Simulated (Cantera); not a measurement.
Mixture: 19.3 % H₂, 16.9 % O₂, 63.7 % N₂, equivalence ratio 0.57, at 1.00 bar, adiabatic and at constant pressure. Ignition delay is the time to a rise of 400 K.

Cantera simulation using GRI-Mech 3.0 (53 species, 325 reactions); the numbers are that mechanism's predictions, not measurements. Where the delays flatten at high temperature, the 400 K rule measures the pace of heat release, not the induction time.

Problem. Predict: delay at 1125 K; delay at 1275 K; delay at 1425 K; delay at 1575 K.

Solution. 
```
Property          Result
---------------  -------
delay at 1125 K  77.1 µs
delay at 1275 K  36.7 µs
delay at 1425 K  25.1 µs
delay at 1575 K  22.1 µs
```
